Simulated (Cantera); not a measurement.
A freely propagating, adiabatic, planar premixed flame of 21.5 % H₂, 16.5 % O₂, 62.0 % N₂, equivalence ratio 0.65, unburnt at 350 K and 14000 Pa; unity-Lewis-number transport, grid criteria slope 0.08 and curve 0.16, no radiation.

Detailed kinetics in Cantera: the H2/O2 subset of GRI-Mech 3.0, which has no nitrogen chemistry. Unity Lewis numbers drop preferential diffusion, which matters most where H2 and H carry the flame. Burning velocities carry a grid error of a few per cent, more on coarse grids. Lean hydrogen flames are cellular in practice and burn faster than this planar one.

**Question.** Predict: laminar burning velocity; thermal thickness; peak x(H₂O₂); peak x(OH); peak x(O).

**Answer.** 
```
Property                     Value
------------------------  --------
laminar burning velocity  116 cm/s
thermal thickness          3.32 mm
peak x(H₂O₂)               9.48e-6
peak x(OH)                  0.0106
peak x(O)                   0.0136
```
